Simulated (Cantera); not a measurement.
Feed: 1 mol Cu, 0.57 mol F2, a varied amount of N2, 10 mol HF, at 1125 K and 110 Pa.

Equilibrium computed with Cantera from the NASA thermochemical tables; the gas is ideal and each condensed phase is pure. Candidate condensed phases: Cu, CuF2; 25 gas species. Rates play no part.

Which condensed phases are stable at each of these points (n(N2) (mol)): 0.91, 1.5, 2.6, 4.3, 7.1, 12, 20, 33?


```tsv
n(N2) (mol)	condensed phases	Cu condensed (%)
0.91	Cu(s)	3.6
1.5	Cu(s)	3.2
2.6	Cu(s)	2.4
4.3	Cu(s)	1.3
7.1	gas only	0.0
12	gas only	0.0
20	gas only	0.0
33	gas only	0.0
```

From 0.91 mol N2 to 4.3 mol N2 the condensed part is Cu(s). From 7.1 mol N2 to 33 mol N2 nothing is condensed.
